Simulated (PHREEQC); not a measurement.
A solution holds 140 mmol/kgw CuSO4, 0.24 mmol/kgw HNO3 and 0.034 mmol/kgw FeCl3, at 75 °C. Closed to the air; pH follows from the charge balance.

All values are PHREEQC results (ion-association model, phreeqc.dat), not measurements.

Each row changes one thing in this solution. No solid was allowed to form.

```csv
case,pH,ionic strength (mol/kgw),CuSO4 (mol/kgw),Cu+2 (mol/kgw),SO4-2 (mol/kgw),HSO4- (mol/kgw),SI of Goethite (FeOOH),SI of Hematite (Fe2O3)
as made,3.96,0.270,0.0721,0.0673,0.0671,0.000816,+5.64,+13.49
CuSO4 from 0.14 to 0.28 mol/kgw,3.91,0.509,0.152,0.127,0.127,0.00135,+5.52,+13.25
diluted 10-fold with water,4.32,0.0358,0.00500,0.00889,0.00891,8.49e-5,+5.14,+12.48
0.0052 mol/kgw KOH added,4.43,0.275,0.0700,0.0647,0.0688,0.000282,+6.17,+14.55
HNO3 from 0.00024 to 0.000216 mol/kgw,3.97,0.270,0.0721,0.0672,0.0671,0.000807,+5.65,+13.50
FeCl3 from 3.4e-05 to 3.4e-06 mol/kgw,3.98,0.270,0.0721,0.0672,0.0671,0.000797,+4.65,+11.52
```

Some of these states are supersaturated (in Hematite (slow to form), Goethite (slow to form), Jarosite-K, for instance). At this temperature some constants are extrapolated from 25 °C, and those without enthalpy data are left unchanged.
